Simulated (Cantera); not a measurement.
Charge: 1 mol Si, 1.3 mol H2O, 2.4 mol H2, held at 13.3 mbar.

Equilibrium computed with Cantera from the NASA thermochemical tables; the gas is ideal and each condensed phase is pure. Candidate condensed phases: H2O, Si, SiO2; 18 gas species. Mutual solubility and eutectic melting of coexisting phases are not modelled. The tables hold silica as quartz up to 1696 K and as liquid above; real silica turns to tridymite and cristobalite and melts near 1996 K. Equilibrium is a limit: real reactors are often held back by kinetics, nucleation or transport.

Problem. What share of the Si ends up in condensed phases as a function of T (°C), at 825, 925, 1025, 1125, 1225, 1325, 1425, 1525, 1625, 1725?

Solution. 
| T (°C) | Si condensed (%) | as |
|---|---|---|
| 825 | 100.0 | Si(s) + SiO2(β-quartz) |
| 925 | 100.0 | Si(s) + SiO2(β-quartz) |
| 1025 | 99.8 | Si(s) + SiO2(β-quartz) |
| 1125 | 98.0 | Si(s) + SiO2(β-quartz) |
| 1225 | 85.6 | Si(s) + SiO2(β-quartz) |
| 1325 | 30.0 | SiO2(β-quartz) |
| 1425 | 30.0 | SiO2(condensed) |
| 1525 | 29.6 | SiO2(condensed) |
| 1625 | 27.7 | SiO2(condensed) |
| 1725 | 19.5 | SiO2(l) |
